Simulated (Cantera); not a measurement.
A Cantera script and what it prints.

```python
import numpy as np
import cantera as ct

gas_names = """
    CL CLO CL2 O O2 O3 Si SiCL SiCL2 SiCL3 SiCL4 SiO SiO2 Si2 Si3
""".split()
cond_names = """
    Si(cr) Si(L) SiO2(Lqz) SiO2(hqz) SiO2(L)
""".split()


# ... load() reads the species with a 1 bar reference pressure and builds the phases ...
atoms = {
    'SiCl4': {'Si': 1, 'CL': 4},
    'O3': {'O': 3},
}
top_T = {}  # K; cautious upper limits of use, not melting points


# ... equilibrate(T, P, feed) seeds the gas with the atoms and calls Mixture.equilibrate('TP', solver="vcs", rtol=1e-11, max_steps=5000) ...
results = []
feed = {'SiCl4': 1, 'O3': 1}  # mol
P = 28000  # Pa
for T in [500, 600, 700, 800, 900, 1000, 1100, 1200, 1300]:
    mix = equilibrate(T, P, feed)
    results.append((T, P, feed, dict(zip(mix.species_names, mix.species_moles))))
    x = sorted(zip(gas.X, gas.species_names), reverse=True)
    print(f"T = {T:g} K  P = {P:g} Pa  gas = {mix.phase_moles(0):.4g} mol")
    print("   x: " + "  ".join(f"{s} {v:.3e}" for v, s in x if v > 1e-05))
    print("   condensed (mol): " + ("  ".join(f"{mix.phase(i).name} {mix.phase_moles(i):.4g}"
          for i in range(1, mix.n_phases) if mix.phase_moles(i) > 1e-12) or "none"))
```

It prints:

```
T = 500 K  P = 28000 Pa  gas = 2.5 mol
   x: CL2 8.000e-01  O2 2.000e-01
   condensed (mol): SiO2(Lqz) 1
T = 600 K  P = 28000 Pa  gas = 2.5 mol
   x: CL2 8.000e-01  O2 2.000e-01
   condensed (mol): SiO2(Lqz) 1
T = 700 K  P = 28000 Pa  gas = 2.5 mol
   x: CL2 8.000e-01  O2 2.000e-01
   condensed (mol): SiO2(Lqz) 1
T = 800 K  P = 28000 Pa  gas = 2.5 mol
   x: CL2 8.000e-01  O2 2.000e-01  CL 1.581e-05
   condensed (mol): SiO2(Lqz) 1
T = 900 K  P = 28000 Pa  gas = 2.5 mol
   x: CL2 7.999e-01  O2 2.000e-01  CL 1.250e-04
   condensed (mol): SiO2(hqz) 1
T = 1000 K  P = 28000 Pa  gas = 2.501 mol
   x: CL2 7.994e-01  O2 1.999e-01  CL 6.563e-04
   condensed (mol): SiO2(hqz) 1
T = 1100 K  P = 28000 Pa  gas = 2.503 mol
   x: CL2 7.977e-01  O2 1.997e-01  CL 2.558e-03  CLO 2.935e-05
   condensed (mol): SiO2(hqz) 1
T = 1200 K  P = 28000 Pa  gas = 2.51 mol
   x: CL2 7.928e-01  O2 1.992e-01  CL 7.952e-03  CLO 7.390e-05
   condensed (mol): SiO2(hqz) 1
T = 1300 K  P = 28000 Pa  gas = 2.526 mol
   x: CL2 7.813e-01  O2 1.978e-01  CL 2.072e-02  CLO 1.604e-04
   condensed (mol): SiO2(hqz) 1
```

Method: chemical equilibrium by Gibbs-energy minimisation in Cantera with the NASA 1993 tables (ideal gas, pure condensed phases). The tables hold silica as quartz up to 1696 K and as liquid above; real silica turns to tridymite and cristobalite and melts near 1996 K.
